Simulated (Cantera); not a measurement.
A closed system holds: 1 mol MgO, 0.27 mol C, 0.2 mol H2, equilibrated at 100000 Pa.

Cantera equilibrium calculation (NASA polynomials, part measured and part estimated; ideal gas, pure solids and liquids). Candidate condensed phases: C, C6H6, C7H8, C8H18, H2O, Mg, MgCO3, MgO, Mg(OH)2; 116 gas species. The numbers say what is thermodynamically allowed, not how fast it happens.

Problem. Which condensed phases are stable at each of these points (T (K)): 1473, 1548, 1623, 1698, 1773, 1848, 1923, 1998, 2073, 2148?

Solution. 
```csv
T (K),condensed phases,Mg condensed (%)
1473,C(graphite) + MgO(s),100.0
1548,C(graphite) + MgO(s),100.0
1623,C(graphite) + MgO(s),99.9
1698,C(graphite) + MgO(s),99.7
1773,C(graphite) + MgO(s),99.3
1848,C(graphite) + MgO(s),98.1
1923,C(graphite) + MgO(s),94.7
1998,C(graphite) + MgO(s),75.6
2073,MgO(s),73.0
2148,MgO(s),73.0
```

From 1473 K to 1998 K the condensed part is C(graphite) + MgO(s). From 2073 K to 2148 K the condensed part is MgO(s).
